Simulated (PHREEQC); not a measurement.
1 kg of water holding 0.016 mol/kgw Na2CO3, 0.05 mol/kgw NaCl, 0.011 mol/kgw KCl, 0.062 mol/kgw Na2SO4 and 0.00048 mol/kgw Na2B4O7 is evaporated at 25 °C; the solids stay in contact with the brine. CO2 is held at log p = -3.4 (atm). Only these solids could form: Arcanite, Burkeite, Glaserite, Halite, Kalicinite, Mirabilite, Misenite, Nahcolite, Natron, Sylvite, Thenardite, Trona, Borax, Boric_acid,s, KB5O8:4H2O, K2B4O7:4H2O, NaBO2:4H2O, NaB5O8:5H2O, Teepleite.

Model: Pitzer model, pitzer.dat, run in PHREEQC.

| water left (kg) | ionic strength | water activity | Thenardite (mol) | Halite (mol) | Burkeite (mol) | Mirabilite (mol) | Trona (mol) |
|---|---|---|---|---|---|---|---|
| 0.9999 | 0.286 | 0.994 | 0 | 0 | 0 | 0 | 0 |
| 0.6754 | 0.426 | 0.992 | 0 | 0 | 0 | 0 | 0 |
| 0.4562 | 0.633 | (withheld) | 0 | 0 | 0 | 0 | 0 |
| 0.3082 | 0.940 | 0.983 | 0 | 0 | 0 | 0 | 0 |
| 0.2533 | 1.15 | 0.980 | 0 | 0 | 0 | 0 | 0 |
| 0.1711 | (withheld) | 0.971 | 0 | 0 | 0 | 0 | 0 |
| 0.1156 | 2.52 | (withheld) | 0 | 0 | 0 | 0 | 0 |
| 0.07805 | 3.75 | (withheld) | 0 | 0 | 0 | 0 | 0 |
| 0.05273 | 5.55 | 0.906 | 0 | 0 | 0 | 0 | 0 |
| 0.03562 | 8.23 | 0.852 | 0 | 0 | 0 | 0 | 0 |
| 0.02406 | 9.89 | 0.798 | 0.0185 | 0 | 0 | 0 | 0 |
| 0.01978 | 9.89 | 0.779 | 0.0327 | 0 | 0 | 0 | 0 |
| 0.01319 | 9.61 | 0.736 | 0.0497 | 0 | 0 | 0 | 0.00416 |
| 0.009048 | 9.59 | 0.717 | (withheld) | 0.0130 | 0.0103 | 0 | 0 |
| 0.00612 | 9.63 | 0.716 | 0.0300 | 0.0286 | 0.0121 | 0 | 0 |

Q: Complete the blanks.

A: 
- 0.4562, water activity: 0.988
- 0.1711, ionic strength: 1.70
- 0.1156, water activity: 0.958
- 0.07805, water activity: 0.938
- 0.009048, Thenardite (mol): 0.0333

Complexes and solids missing from the database can't appear.
